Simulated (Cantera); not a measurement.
A diamond (100) surface in a fixed gas of H2 with x(CH4) = 0.0024, x(H) = 0.046, x(CH3) = 8.2e-05, 120 Torr; coverages are run to steady state.

Cantera simulation using the Harris–Goodwin 1993 mechanism for the reconstructed diamond (100) surface; the numbers are that mechanism's predictions, not measurements.

θ: site fractions in the mechanism's names (c6HH fully hydrogenated, c6H* and c6*H radical sites, c6** diradical, c6HM methylated).

```tsv
T (K)	growth (µm/h)	θ c6HH	θ c6H*	θ c6*H	θ c6**	θ c6HM
925	4.81	0.666	0.0136	0.313	0.00563	0.00135
975	6.25	0.619	0.0176	0.354	0.00837	0.00109
1025	…	0.573	…	0.392	…	…
1075	9.56	0.530	0.0270	0.425	0.0163	0.000725
1125	…	0.491	…	0.455	…	…
1175	12.8	0.454	0.0374	0.480	0.0280	0.000482
1225	13.8	0.421	0.0428	0.501	0.0352	0.000378
1275	13.7	0.390	0.0482	0.518	0.0434	0.000277
1325	12.3	0.362	0.0535	0.532	0.0525	0.000182
1375	10.3	0.337	0.0587	0.542	0.0623	0.000106
```

Problem. Some entries are withheld; supply them.

Solution. 
- 1025, growth (µm/h): 7.85
- 1025, θ c6H*: 0.0221
- 1025, θ c6**: 0.0119
- 1025, θ c6HM: 0.000886
- 1125, growth (µm/h): 11.3
- 1125, θ c6H*: 0.0321
- 1125, θ c6**: 0.0217
- 1125, θ c6HM: 0.000594
